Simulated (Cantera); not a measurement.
Feed: 1 mol CO, 0.13 mol H2O, 6.8 mol N2, 0.44 mol NH3, at 58.5 Torr.

Method: chemical equilibrium by Gibbs-energy minimisation in Cantera with the NASA 1993 tables (ideal gas, pure condensed phases). Candidate condensed phases: C, C6H6, C7H8, C8H18, H2O; 136 gas species. Kinetics and transport are ignored. All values below are at 775 °C.

Base state: N2 0.797, CO 0.105, H2 0.0837, CO2 0.00882, H2O 0.00594 (mole fractions); condensed: gas only.

### Question
What changes in the equilibrium state with this change: NH3 from 0.44 to 0.031 mol?

### Answer
| species | before | after |
|---|---|---|
| N2 | 0.797 | 0.853 |
| CO | 0.105 | 0.111 |
| H2 | 0.0837 | 0.0199 |
| CO2 | 0.00882 | 0.0141 |
| H2O | 0.00594 | 0.00214 |
